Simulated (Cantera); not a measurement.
A perfectly stirred reactor is fed with 34.0 % CO, 3.23 % H2, 11.6 % O2, 43.9 % N2, 7.15 % H2O, equivalence ratio 1.6, at 27000 Pa; it is adiabatic with a 425 K inlet, and is followed from long to short residence time, starting on the burning branch (τ in s: 0.26, 0.091, 0.032, 0.011, 0.004, 0.0014, 0.0005, 0.00018, 6.2e-05, 2.2e-05, 7.7e-06).

Detailed kinetics in Cantera: GRI-Mech 3.0 (53 species, 325 reactions).

Task: Predict: blow-out, bracketed by the residence times tried; x(CO) at τ = 0.260 s; x(H2) at τ = 0.260 s; x(O2) at τ = 0.260 s; x(H2O2) at τ = 0.260 s; x(HO2) at τ = 0.260 s; x(CO) at τ = 1.40 ms; x(H2) at τ = 1.40 ms; x(O2) at τ = 1.40 ms; x(H2O2) at τ = 1.40 ms; x(HO2) at τ = 1.40 ms.

Result: 
```json
{
 "blow_out_bracketed_by_the_residence_times_tried": "burning at 0.500 ms, out at 0.180 ms",
 "x(CO) at τ = 0.260 s": "0.151",
 "x(H2) at τ = 0.260 s": "0.0126",
 "x(O2) at τ = 0.260 s": "0.00240",
 "x(H2O2) at τ = 0.260 s": "1.26e-8",
 "x(HO2) at τ = 0.260 s": "1.91e-7",
 "x(CO) at τ = 1.40 ms": "0.170",
 "x(H2) at τ = 1.40 ms": "0.0176",
 "x(O2) at τ = 1.40 ms": "0.0216",
 "x(H2O2) at τ = 1.40 ms": "3.17e-7",
 "x(HO2) at τ = 1.40 ms": "2.72e-6"
}
```
